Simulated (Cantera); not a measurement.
A perfectly stirred reactor is fed with 18.8 % CH4, 17.1 % O2, 64.1 % N2, equivalence ratio 2.2, at 1.00 bar; it is adiabatic with a 500 K inlet, and is followed from long to short residence time, starting on the burning branch (τ in s: 0.056, 0.03, 0.016, 0.0084, 0.0044, 0.0024, 0.0013, 0.00067, 0.00035, 0.00019, 0.0001, 5.3e-05).

Computed with Cantera and GRI-Mech 3.0 (53 species, 325 reactions).

Question: Predict: blow-out, bracketed by the residence times tried; x(CH4) at τ = 56.0 ms; x(O2) at τ = 56.0 ms; x(H) at τ = 56.0 ms; x(HCO) at τ = 56.0 ms; x(H2O) at τ = 56.0 ms; x(CH4) at τ = 1.30 ms; x(O2) at τ = 1.30 ms.

Answer: 
```json
{
  "blow_out_bracketed_by_the_residence_times_tried": "burning at 8.40 ms, out at 4.40 ms",
  "x(CH4) at τ = 56.0 ms": "0.0220",
  "x(O2) at τ = 56.0 ms": "0.00237",
  "x(H) at τ = 56.0 ms": "0.000112",
  "x(HCO) at τ = 56.0 ms": "4.39e-8",
  "x(H2O) at τ = 56.0 ms": "0.160",
  "x(CH4) at τ = 1.30 ms": "0.188",
  "x(O2) at τ = 1.30 ms": "0.171"
}
```
